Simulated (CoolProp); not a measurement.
Properties of octamethylcyclotetrasiloxane (D4) along the isobar 5.91 MPa.

Values from CoolProp's reference Helmholtz-energy equation of state, Thol 2015.

```tsv
T (°C)	phase	density (kg/m³)	cp (kJ/(kg K))	cv (kJ/(kg K))	speed of sound (m/s)	fugacity coefficient
157.75	liquid	812.4	1.928	1.669	590.9	0.01839
169.55	liquid	798.8	1.954	1.697	563.8	0.02483
181.25	liquid	785.1	1.979	1.724	537.6	0.03269
193.05	liquid	771.2	2.005	1.751	512.0	0.04225
204.85	liquid	757.1	2.030	1.778	487.0	0.05359
216.65	liquid	742.8	2.055	1.804	462.7	0.06678
228.45	liquid	728.2	2.080	1.830	439.1	0.08191
240.15	liquid	713.4	2.105	1.855	416.3	0.09882
251.95	liquid	698.2	2.129	1.880	394.0	0.1178
263.75	liquid	682.7	2.154	1.904	372.2	0.1387
275.55	liquid	666.8	2.178	1.928	351.2	0.1614
287.25	liquid	650.7	2.202	1.951	331.0	0.1856
299.05	liquid	634.0	2.226	1.973	311.5	0.2115
310.85	liquid	616.8	2.249	1.995	292.7	0.2388
322.65	supercritical	599.1	2.272	2.016	274.8	0.2672
```
